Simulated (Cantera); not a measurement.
Input: 1 mol Cu2O, 0.34 mol H2, 36 mol N2, at 1.50 mbar.

Equilibrium computed with Cantera from the NASA thermochemical tables; the gas is ideal and each condensed phase is pure. Candidate condensed phases: Cu, CuO, Cu(OH)2, Cu2O, H2O; 27 gas species. Mutual solubility and eutectic melting of coexisting phases are not modelled. Equilibrium is a limit: real reactors are often held back by kinetics, nucleation or transport.

x: gas mole fraction; n: condensed amount in mol.

```csv
T (°C),x N2,x Cu,x H2O,x O2,x O,x H,n Cu(s),n Cu2O(s),n Cu(l)
450,0.991,<1e-12,0.00936,<1e-12,<1e-12,<1e-12,0.680,0.660,0
650,0.991,3.65e-10,0.00936,2.40e-9,<1e-12,1.20e-12,0.680,0.660,0
850,0.991,…,0.00936,…,…,…,0.681,0.660,0
1050,0.989,0.000179,0.00934,0.00125,2.43e-7,3.85e-8,0.858,0.568,0
1250,0.974,0.00803,0.00916,0.00875,1.33e-5,1.52e-6,0,0,1.70
1450,0.930,0.0516,0.00857,0.00809,…,…,0,0,0
1650,0.929,0.0516,0.00776,0.00756,0.000812,0.000463,0,0,0
1850,0.925,0.0514,0.00517,0.00666,0.00343,0.00312,0,0,0
```

**Question.** Fill in the missing entries.

**Answer.** 
- 1450, x O: 0.000132
- 1450, x H: 3.73e-5
- 850, x Cu: 8.36e-7
- 850, x O2: 5.74e-6
- 850, x O: 2.72e-10
- 850, x H: 5.29e-10
